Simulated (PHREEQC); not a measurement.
# Acid mine or pickling water

Model water analysis in mg/L, 25 °C, pH 3.65, pe 12:

```csv
constituent,mg/L
Na,84.1
K,61.2
Ca,37.9
Mg,13.2
Cl,13.4
S(6) as SO4,399
Zn,0.268
```

Valence states are taken as typed.

Model: ion-association model, phreeqc.dat, run in PHREEQC.

Precipitation was switched off in this run.

### Question
Estimate the ionic strength, specific conductance, charge-balance error.

### Answer
ionic strength 0.0126 mol/kgw; specific conductance 1000 µS/cm; charge-balance error -1.1 %.

### Question
In which forms is Mg present?

### Answer
Mg+2 74 %, MgSO4 26 % of the Mg.

Complexes and solids missing from the database can't appear.
